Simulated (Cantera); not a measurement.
Charge: 1 mol CuO, 9.7 mol F₂, held at 0.230 bar.

Equilibrium computed with Cantera from the NASA thermochemical tables; the gas is ideal and each condensed phase is pure. Candidate condensed phases: Cu, CuF₂, CuO, Cu₂O; 13 gas species. Equilibrium is a limit: real reactors are often held back by kinetics, nucleation or transport. All values below are at 1075 K.

Base state: F₂ 0.630, F 0.324, O₂ 0.0455, CuF₂ 0.000431, FO₂ 1.51e-5 (mole fractions); condensed: CuF₂(s).

Task: What changes in the equilibrium state with this change: CuO replaced by CaO?

Result: 
```tsv
species	before	after
F₂	0.630	0.630
F	0.324	0.325
O₂	0.0455	0.0455
CuF₂	0.000431	0
FO₂	1.51e-5	1.51e-5
CuF₂(s), mol	0.995	0
CaF₂(s), mol	0	1.00
```
Further candidate phases: Ca, CaF₂, CaO.
